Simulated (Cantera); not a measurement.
A closed system holds: 1 mol SiH₄, 2.4 mol HCl, 2.9 mol H₂, a varied amount of C₂H₂, held at 1600 °C and 1.00 bar.

These are equilibrium values from Cantera (NASA tables, ideal gas, pure condensed phases), not measurements of a reactor. Candidate condensed phases: C, C₆H₆, C₇H₈, C₈H₁₈, Si, SiC; 109 gas species. Mutual solubility and eutectic melting of coexisting phases are not modelled. Gases not in the tables: Si₂H₆ and higher silanes. Equilibrium is a limit: real reactors are often held back by kinetics, nucleation or transport.

Which condensed phases are stable at each of these points (n(C₂H₂) (mol)): 0.1, 0.13, 0.16, 0.19, 0.24, 0.29, 0.36, 0.45, 0.56, 0.69?


```tsv
n(C₂H₂) (mol)	condensed phases	Si condensed (%)
0.1	Si(l) + SiC(s)	36.7
0.13	Si(l) + SiC(s)	36.8
0.16	Si(l) + SiC(s)	36.9
0.19	SiC(s)	38.0
0.24	SiC(s)	48.0
0.29	SiC(s)	58.0
0.36	SiC(s)	71.9
0.45	SiC(s)	89.5
0.56	C(graphite) + SiC(s)	90.6
0.69	C(graphite) + SiC(s)	90.8
```

From 0.1 mol C₂H₂ to 0.16 mol C₂H₂ the condensed part is Si(l) + SiC(s). From 0.19 mol C₂H₂ to 0.45 mol C₂H₂ the condensed part is SiC(s). From 0.56 mol C₂H₂ to 0.69 mol C₂H₂ the condensed part is C(graphite) + SiC(s).
